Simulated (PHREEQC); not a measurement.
Make-up at 25 °C: 8 mmol/kgw NaCl and 0.73 mmol/kgw Cu(NO3)2. Closed to the air; pH follows from the charge balance.

All values are PHREEQC results (ion-association model, phreeqc.dat), not measurements.

No solid was allowed to form.

Q: Predict the pH, specific conductance.

A: pH 5.39; specific conductance 1110 µS/cm.

Q: In which forms is Cu present?

A: Cu+2 98 %, CuCl+ 1.4 % of the Cu.
